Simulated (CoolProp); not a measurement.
Vapour-liquid equilibrium of propane (1) + n-perfluorobutane (2) at 412 kPa; x and y are mole fractions of (1).

Values from CoolProp's multi-fluid Helmholtz-energy mixture model, Lemmon 2009 and Gao 2022; pair parameters Bell 2016.

**Question.** Give the bubble temperature and the first vapour's composition at x = 0.05, 0.5, 0.8. Is there an azeotrope?

**Answer.** x = 0.05: 302.4 K, y = 0.265; x = 0.5: 272.2 K, y = 0.801; x = 0.8: 269.3 K, y = 0.870. No azeotrope shows between x = 0.05 and 0.95.

The pair parameters rest on a limited set of measurements; away from them the model extrapolates. With so large a gap from Raoult's law the liquid may split in two, which this calculation doesn't test in full.
